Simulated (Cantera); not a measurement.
A jet of 1.25 % CH4, 8.98 % O2, 89.8 % N2, equivalence ratio 0.28 at 300 K and 35000 Pa hits a platinum plate 9.6 cm away at a mass flux of 0.045 kg/m²/s; the plate temperature is set and raised in steps from an oxygen-covered start.

Cantera simulation using Deutschmann's 1995 Pt surface mechanism with GRI-Mech 3.0 gas chemistry; the numbers are that mechanism's predictions, not measurements. Catalytic surfaces can have several steady states; this one follows from the mechanism file's or the stated starting coverage.

x: mole fraction at the wall; θ: surface coverage.

| plate T (K) | wall x CH4 | wall x O2 | wall x H2O | wall x OH | wall x CO | wall x CO2 | θ free Pt | θ O* | θ OH* |
|---|---|---|---|---|---|---|---|---|---|
| 900 | 0.00450 | 0.0728 | 0.0149 | 1.56e-8 | 1.51e-6 | 0.00978 | 0.155 | 0.843 | 0.00173 |
| 950 | [?] | 0.0690 | [?] | [?] | [?] | [?] | [?] | 0.784 | 0.00177 |
| 1000 | 0.00170 | 0.0669 | 0.0200 | 1.16e-7 | 1.05e-6 | 0.0132 | 0.277 | 0.722 | 0.00168 |
| 1050 | 0.00105 | 0.0657 | 0.0210 | 2.82e-7 | 1.38e-6 | 0.0137 | 0.340 | 0.658 | 0.00155 |
| 1100 | 0.000659 | 0.0650 | 0.0217 | 6.02e-7 | 1.72e-6 | 0.0142 | 0.404 | 0.595 | 0.00140 |
| 1150 | 0.000379 | 0.0644 | 0.0223 | 1.19e-6 | 2.17e-6 | 0.0145 | 0.466 | 0.533 | 0.00125 |
| 1200 | [?] | 0.0639 | 0.0229 | [?] | [?] | 0.0147 | [?] | [?] | [?] |

Task: Some entries are withheld; supply them.

Result: 
- 950, wall x CH4: 0.00270
- 950, wall x H2O: 0.0182
- 950, wall x OH: 4.54e-8
- 950, wall x CO: 1.24e-6
- 950, wall x CO2: 0.0120
- 950, θ free Pt: 0.214
- 1200, wall x CH4: 0.000174
- 1200, wall x OH: 2.21e-6
- 1200, wall x CO: 2.51e-6
- 1200, θ free Pt: 0.525
- 1200, θ O*: 0.474
- 1200, θ OH*: 0.00111
